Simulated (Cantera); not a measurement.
# Thermodynamics of carbon deposition, reforming and gasification, feed C6H6 + CO2 + H2 + O2

A closed system holds: 1 mol C6H6, 4.9 mol CO2, 85 mol H2, 1.3 mol O2, equilibrated at 573 K and 15000 Pa.

Equilibrium computed with Cantera from the NASA thermochemical tables; the gas is ideal and each condensed phase is pure. Candidate condensed phases: C, C6H6, C7H8, C8H18, H2O; 110 gas species. Kinetics and transport are ignored.

```yaml
x(H2): 0.698
x(H2O): 0.161
x(CH4): 0.141
x(CO2): 1.87e-6
gas_amount: 77.10 mol
log10 activity of C(graphite) (absent): -2.03
```
